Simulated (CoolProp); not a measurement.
Aqueous sodium chloride as a coolant, 11 % by mass, freezing at -7.3 °C, 1 atm.

Computed with CoolProp (Melinder's fits for secondary coolants).

```json
[
 {"T (°C)": "-4.8", "cp (kJ/(kg K))": "3.640", "conductivity (W/(m K))": "0.547", "viscosity (mPa s)": "2.47", "Prandtl number": "16.5"},
 {"T (°C)": "-0.8", "cp (kJ/(kg K))": "3.649", "conductivity (W/(m K))": "0.554", "viscosity (mPa s)": "2.17", "Prandtl number": "14.3"},
 {"T (°C)": "3.2", "cp (kJ/(kg K))": "3.657", "conductivity (W/(m K))": "0.560", "viscosity (mPa s)": "1.92", "Prandtl number": "12.5"},
 {"T (°C)": "7.1", "cp (kJ/(kg K))": "3.665", "conductivity (W/(m K))": "0.567", "viscosity (mPa s)": "1.71", "Prandtl number": "11.0"},
 {"T (°C)": "11.1", "cp (kJ/(kg K))": "3.672", "conductivity (W/(m K))": "0.573", "viscosity (mPa s)": "1.53", "Prandtl number": "9.79"},
 {"T (°C)": "15.1", "cp (kJ/(kg K))": "3.679", "conductivity (W/(m K))": "0.580", "viscosity (mPa s)": "1.38", "Prandtl number": "?"},
 {"T (°C)": "19", "cp (kJ/(kg K))": "3.685", "conductivity (W/(m K))": "0.586", "viscosity (mPa s)": "1.25", "Prandtl number": "7.85"},
 {"T (°C)": "23", "cp (kJ/(kg K))": "3.690", "conductivity (W/(m K))": "0.593", "viscosity (mPa s)": "1.14", "Prandtl number": "7.08"},
 {"T (°C)": "27", "cp (kJ/(kg K))": "3.695", "conductivity (W/(m K))": "0.599", "viscosity (mPa s)": "1.04", "Prandtl number": "?"},
 {"T (°C)": "31", "cp (kJ/(kg K))": "?", "conductivity (W/(m K))": "0.605", "viscosity (mPa s)": "0.962", "Prandtl number": "5.88"}
]
```

Problem. Complete the blanks.

Solution. 
- 15.1, Prandtl number: 8.72
- 27, Prandtl number: 6.43
- 31, cp (kJ/(kg K)): 3.700
